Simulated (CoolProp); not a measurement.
Vapour-liquid equilibrium of dimethyl ether (1) + n-hexane (2) at 4.65 °C; x and y are mole fractions of (1).

Computed with CoolProp (multi-fluid Helmholtz-energy mixture model, Wu 2011 and Thol 2019; pair parameters Bell 2016).

```
x     bubble pressure, mixture model (kPa)  bubble pressure, Raoult's law (kPa)  y, mixture model  y, Raoult's law
----  ------------------------------------  -----------------------------------  ----------------  ---------------
0.05                                 29.88                                22.97             0.751            0.681
0.2                                  92.10                                68.75             0.928            0.910
0.35                                 143.9                                114.5             0.960            0.956
0.5                                  185.6                                160.3             0.973            0.976
0.65                                 221.4                                206.1             0.982            0.987
0.8                                  256.8                                251.9             0.989            0.994
0.95                                 297.4                                297.6             0.997            0.999
```

The largest gap from Raoult's law is +34.0 % in bubble pressure, at x = 0.2. No azeotrope shows between x = 0.05 and 0.95.

The pair parameters rest on a limited set of measurements; away from them the model extrapolates.
